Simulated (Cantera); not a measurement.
## Carbon deposition, reforming and gasification: C2H5OH + NH3 + H2

Charge: 1 mol C2H5OH, 0.031 mol NH3, a varied amount of H2, equilibrated at 1375 K and 550000 Pa.

Cantera equilibrium calculation (NASA polynomials, part measured and part estimated; ideal gas, pure solids and liquids). Candidate condensed phases: C, C6H6, C7H8, C8H18, H2O; 136 gas species. The numbers say what is thermodynamically allowed, not how fast it happens.

```csv
n(H2) (mol),x H2,x CO,x CH4,x H2O,x N2,x CO2,x NH3,x HCN,n C(graphite)
7.3,0.887,0.0879,0.0215,0.00197,0.00138,9.46e-5,1.59e-5,1.41e-5,0.783
8.8,0.897,0.0777,0.0220,0.00176,0.00122,7.39e-5,1.52e-5,1.34e-5,0.746
11,0.908,0.0664,0.0226,0.00153,0.00104,5.39e-5,1.43e-5,1.24e-5,0.691
13,0.916,0.0586,0.0230,0.00136,0.000918,4.20e-5,1.36e-5,1.17e-5,0.640
16,0.925,0.0498,0.0234,0.00117,0.000780,3.04e-5,1.28e-5,1.08e-5,0.564
19,0.931,0.0434,0.0237,0.00102,0.000678,2.30e-5,1.20e-5,1.01e-5,0.489
23,0.937,0.0370,0.0241,0.000877,0.000577,1.67e-5,1.12e-5,9.39e-6,0.387
27,0.942,0.0322,0.0243,0.000768,0.000502,1.27e-5,1.05e-5,8.78e-6,0.286
33,0.947,0.0270,0.0246,0.000647,0.000420,8.92e-6,9.70e-6,8.05e-6,0.134
40,0.953,0.0227,0.0238,0.000570,0.000352,6.56e-6,8.96e-6,7.08e-6,0
49,0.961,0.0186,0.0198,0.000578,0.000291,5.43e-6,8.25e-6,5.29e-6,0
59,0.967,0.0155,0.0167,0.000583,0.000244,4.53e-6,7.63e-6,4.05e-6,0
```
x: gas mole fraction; n: condensed amount in mol.

From 7.3 mol H2 to 33 mol H2 the condensed part is C(graphite). From 40 mol H2 to 59 mol H2 nothing is condensed. The main C-bearing gas is CO at 7.3 mol H2 and CH4 at 59 mol H2.
